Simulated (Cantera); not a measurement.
Input: 1 mol BN, 0.11 mol H2O, 1.9 mol H2, at 900 °C and 0.760 bar.

Method: chemical equilibrium by Gibbs-energy minimisation in Cantera with the NASA 1993 tables (ideal gas, pure condensed phases). Candidate condensed phases: B, BN, B2O3, B3O3H3, H2O; 39 gas species. Mutual solubility and eutectic melting of coexisting phases are not modelled. Gases not in the tables: H3BO3. Equilibrium is a limit: real reactors are often held back by kinetics, nucleation or transport.

Base state: H2 0.981, N2 0.0172, H2O 0.00209, HBO2 2.94e-5, NH3 2.10e-5 (mole fractions); condensed: BN(s) + B2O3(l).

Problem. What changes in the equilibrium state with this change: BN replaced by AlN?

Solution. 
| species | before | after |
|---|---|---|
| H2 | 0.981 | 0.982 |
| N2 | 0.0172 | 0.0179 |
| NH3 | 2.10e-5 | 2.15e-5 |
| H2O | 0.00209 | 7.00e-7 |
| HBO2 | 2.94e-5 | 0 |
| BN(s), mol | 0.930 | 0 |
| B2O3(l), mol | 0.0352 | 0 |
| AlN(s), mol | 0 | 0.927 |
| Al2O3(s), mol | 0 | 0.0367 |
Further candidate phases: Al, AlN, Al2O3.

Problem. What changes in the equilibrium state with this change: H2O from 0.11 to 0.34 mol?

Solution. 
```
species        before    after
------------  -------  -------
H2              0.981    0.950
N2             0.0172   0.0472
H2O           0.00209  0.00283
HBO2          2.94e-5  3.43e-5
NH3           2.10e-5  3.32e-5
BN(s), mol      0.930    0.778
B2O3(l), mol   0.0352    0.111
```

Problem. What changes in the equilibrium state with this change: temperature from 900 °C to 1477 °C?

Solution. 
| species | before | after |
|---|---|---|
| H2 | 0.981 | 0.962 |
| N2 | 0.0172 | 0.0176 |
| HBO | 5.60e-7 | 0.00899 |
| HBO2 | 2.94e-5 | 0.00728 |
| B2O3 | 4.93e-9 | 0.00220 |
| B2O2 | <1e-9 | 0.000351 |
| BO | <1e-9 | 4.61e-5 |
| B3O3H3 | 1.39e-8 | 5.92e-5 |
| H | 1.34e-7 | 0.000262 |
| BN(s), mol | 0.930 | 0.927 |
| B2O3(l), mol | 0.0352 | 0.0141 |
